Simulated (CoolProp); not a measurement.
Vapour-liquid equilibrium of propane (1) + R152A (2) at 1.81 MPa; x and y are mole fractions of (1).

The numbers come from the multi-fluid Helmholtz-energy mixture model, Lemmon 2009 and Outcalt 1996; pair parameters Bell 2016 in CoolProp.

```tsv
x	bubble temperature, mixture model (K)	bubble temperature, Raoult's law (K)	y, mixture model	y, Raoult's law
0.05	337.3	340.5	0.105	0.068
0.2	328.6	338.0	0.331	0.258
0.35	323.8	335.6	0.471	0.430
0.5	321.2	333.2	0.572	0.585
0.65	320.1	330.9	0.663	0.725
0.8	320.6	328.6	0.768	0.851
0.95	323.7	326.4	0.925	0.965
```

The largest gap from Raoult's law is -12.0 K in bubble temperature, at x = 0.5. y crosses x between x = 0.65 and 0.8: the model has an azeotrope there.

The pair parameters rest on a limited set of measurements; away from them the model extrapolates.
